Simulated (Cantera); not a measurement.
Input: 1 mol HBr, 0.27 mol O2, at 0.100 bar.

Method: chemical equilibrium by Gibbs-energy minimisation in Cantera with the NASA 1993 tables (ideal gas, pure condensed phases). Candidate condensed phases: Br2, H2O; 12 gas species. Rates play no part.

x: gas mole fraction; nothing condenses.

```tsv
T (°C)	x Br	x H2O	x HBr	x Br2	x O2	x OH
1177	0.296	0.317	0.162	0.169	0.0563	0.000114
1252	0.363	0.295	0.170	0.114	0.0576	0.000214
1327	0.418	0.281	0.171	0.0720	0.0574	0.000381
1402	0.458	0.273	0.168	0.0441	0.0562	0.000647
1477	0.486	0.269	0.163	___	0.0546	___
1552	0.505	0.268	0.157	0.0164	0.0527	0.00165
1627	0.518	0.267	0.150	0.0102	0.0509	0.00249
1702	0.528	0.268	0.144	0.00654	0.0490	0.00366
1777	0.535	0.268	0.138	0.00429	0.0473	0.00521
1852	0.541	0.267	0.132	___	0.0457	___
1927	0.546	0.265	0.126	0.00198	0.0442	0.00976
2002	0.549	0.261	0.120	0.00139	0.0429	0.0129
```

Problem. What belongs in the gaps?

Solution. 
- 1852, x Br2: 0.00288
- 1852, x OH: 0.00722
- 1477, x Br2: 0.0268
- 1477, x OH: 0.00105
